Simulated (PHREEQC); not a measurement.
1 kg of water holding 53 mmol/kgw NaOH, 7.7 mmol/kgw NaCl, 3.8 mmol/kgw Na2CO3 and 110 mmol/kgw Na2SO4 is evaporated at 25 °C; the solids stay in contact with the brine. CO2 is held at log p = -3.4 (atm). Solids allowed: Burkeite, Halite, Mirabilite, Nahcolite, Natron, Thenardite, Trona. Others were left out.

The series has 20 steps of water left (kg), from 1 to 0.006015.

Model: Pitzer model, pitzer.dat, run in PHREEQC.

### Question
Which solids form, in which order, and at which step of the series does each first stand?

### Answer
Mirabilite from water left = 0.04954 kg (pH 9.83); Trona from water left = 0.01455 kg (pH 9.97).
